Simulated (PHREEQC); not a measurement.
A solution holds 0.012 mol Cu(BF4)2 and 0.0022 mol HCl per kg of water, at 25 °C. Closed to the air; pH follows from the charge balance.

Model: ion-association model, phreeqc.dat, run in PHREEQC.

This is a speciation only: nothing precipitates in the calculation.

What pH does the model give?

pH 2.60.

In which forms is Cu present?

Cu+2 98 %, CuF+ 1.6 % of the Cu.

Real BF4- forms and hydrolyses slowly; the run takes it at equilibrium.
